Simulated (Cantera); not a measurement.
An adiabatic, constant-volume homogeneous reactor starts with H₂ : O₂ : N₂ = 1 : 0.625 : 2.35 (molar parts), at 1050 K and 0.987 atm. Integrator tolerance rtol = 1e-08.

Model: the H2/O2 subset of GRI-Mech 3.0, which has no nitrogen chemistry, integrated in Cantera.

```tsv
quantity	before	after
time of steepest temperature rise	0.138 ms	0.142 ms
temperature at 0.200 s	2823 K	2608 K
equilibrium temperature	2823 K	2608 K
x(H₂) at 0.200 s	0.0197 (gas-phase equilibrium 0.0197)	0.0134 (gas-phase equilibrium 0.0134)
x(O₂) at 0.200 s	0.0361 (gas-phase equilibrium 0.0361)	0.0357 (gas-phase equilibrium 0.0357)
x(H₂O₂) at 0.200 s	9.34e-7 (gas-phase equilibrium 9.34e-7)	4.27e-7 (gas-phase equilibrium 4.27e-7)
x(H₂O) at 0.200 s	0.242 (gas-phase equilibrium 0.242)	0.257 (gas-phase equilibrium 0.257)
x(OH) at 0.200 s	0.0285 (gas-phase equilibrium 0.0285)	0.0206 (gas-phase equilibrium 0.0206)
x(HO₂) at 0.200 s	1.56e-5 (gas-phase equilibrium 1.56e-5)	7.94e-6 (gas-phase equilibrium 7.94e-6)
```

Task: What was changed between the two runs?
A. initial temperature 1050 to 1698 K
B. initial temperature 1050 to 1373 K
C. initial temperature 1050 to 1200 K
D. constant pressure in place of constant volume

Result: D, constant pressure in place of constant volume
